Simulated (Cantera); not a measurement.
An isothermal, constant-pressure homogeneous reactor starts with CH4 : CO2 = 1 : 0.36 (molar parts), at 1625 K and 1000000 Pa.

Computed with Cantera and GRI-Mech 3.0 (53 species, 325 reactions). GRI-Mech 3.0 stops at C3 and has no aromatics, soot or wall deposition, so with more carbon than oxygen in the feed, carbon stays in small species such as C2H2 where larger ones or solid carbon would form.

One state of this run: x CH4 = 0.160; x CO2 = 4.70e-6; x OH = 3.04e-11; x C2H6 = 0.000290; x HO2 = <1e-12; x CH2CO = 4.99e-6; x CH2 = 3.33e-9. x: mole fraction; the columns are a selection and need not sum to one.

**Question.** Which value of t (s) does it belong to?
A. 0.00236
B. 20.0
C. 3.86
D. 0.000200

**Answer.** B, 20.0
